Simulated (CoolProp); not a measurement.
Vapour-liquid equilibrium of propylene (1) + propane (2) at 1830 kPa; x and y are mole fractions of (1).

Model: multi-fluid Helmholtz-energy mixture model, Lemmon 2013 and Lemmon 2009; pair parameters Bell 2016, in CoolProp.

```json
[
 {"x": "0.05", "bubble temperature (K)": "325.6", "y at the bubble point": "0.058", "dew temperature at overall composition x (K)": "325.7", "liquid density (mol/L)": "10.09"},
 {"x": "0.125", "bubble temperature (K)": "324.7", "y at the bubble point": "0.143", "dew temperature at overall composition x (K)": "324.9", "liquid density (mol/L)": "10.17"},
 {"x": "0.2", "bubble temperature (K)": "323.8", "y at the bubble point": "0.225", "dew temperature at overall composition x (K)": "324.1", "liquid density (mol/L)": "10.25"},
 {"x": "0.275", "bubble temperature (K)": "323.1", "y at the bubble point": "0.304", "dew temperature at overall composition x (K)": "323.3", "liquid density (mol/L)": "10.33"},
 {"x": "0.35", "bubble temperature (K)": "322.3", "y at the bubble point": "0.381", "dew temperature at overall composition x (K)": "322.6", "liquid density (mol/L)": "10.41"},
 {"x": "0.425", "bubble temperature (K)": "321.6", "y at the bubble point": "0.456", "dew temperature at overall composition x (K)": "321.9", "liquid density (mol/L)": "10.49"},
 {"x": "0.5", "bubble temperature (K)": "321.0", "y at the bubble point": "0.530", "dew temperature at overall composition x (K)": "321.3", "liquid density (mol/L)": "10.57"},
 {"x": "0.575", "bubble temperature (K)": "320.4", "y at the bubble point": "0.602", "dew temperature at overall composition x (K)": "320.6", "liquid density (mol/L)": "10.65"},
 {"x": "0.65", "bubble temperature (K)": "319.9", "y at the bubble point": "0.674", "dew temperature at overall composition x (K)": "320.0", "liquid density (mol/L)": "10.74"},
 {"x": "0.725", "bubble temperature (K)": "319.3", "y at the bubble point": "0.744", "dew temperature at overall composition x (K)": "319.5", "liquid density (mol/L)": "10.82"},
 {"x": "0.8", "bubble temperature (K)": "318.9", "y at the bubble point": "0.814", "dew temperature at overall composition x (K)": "319.0", "liquid density (mol/L)": "10.91"},
 {"x": "0.875", "bubble temperature (K)": "318.5", "y at the bubble point": "0.884", "dew temperature at overall composition x (K)": "318.5", "liquid density (mol/L)": "11.00"},
 {"x": "0.95", "bubble temperature (K)": "318.1", "y at the bubble point": "0.953", "dew temperature at overall composition x (K)": "318.1", "liquid density (mol/L)": "11.09"}
]
```

No azeotrope shows between x = 0.05 and 0.95.

Pair parameters are fitted to limited data, so mixtures are less certain than the pure fluids.
